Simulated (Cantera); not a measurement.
A closed system holds: 1 mol SiCl₄, 0.0043 mol C₃H₈, 23 mol H₂, equilibrated at 57.0 mbar.

These are equilibrium values from Cantera (NASA tables, ideal gas, pure condensed phases), not measurements of a reactor. Candidate condensed phases: C, C₆H₆, C₇H₈, C₈H₁₈, Si, SiC; 109 gas species. Mutual solubility and eutectic melting of coexisting phases are not modelled. Gases not in the tables: Si₂H₆ and higher silanes. Kinetics and transport are ignored.

### Question
Which condensed phases are stable at each of these points (T (K)): 1998, 2048, 2098, 2148, 2198, 2248, 2298, 2348, 2398, 2448, 2498, 2548?

### Answer
| T (K) | condensed phases | Si condensed (%) |
|---|---|---|
| 1998 | Si(l) + SiC(s) | 24.4 |
| 2048 | Si(l) + SiC(s) | 24.0 |
| 2098 | Si(l) + SiC(s) | 22.2 |
| 2148 | Si(l) + SiC(s) | 18.2 |
| 2198 | Si(l) + SiC(s) | 10.6 |
| 2248 | gas only | 0.0 |
| 2298 | gas only | 0.0 |
| 2348 | gas only | 0.0 |
| 2398 | gas only | 0.0 |
| 2448 | gas only | 0.0 |
| 2498 | gas only | 0.0 |
| 2548 | gas only | 0.0 |

From 1998 K to 2198 K the condensed part is Si(l) + SiC(s). From 2248 K to 2548 K nothing is condensed.
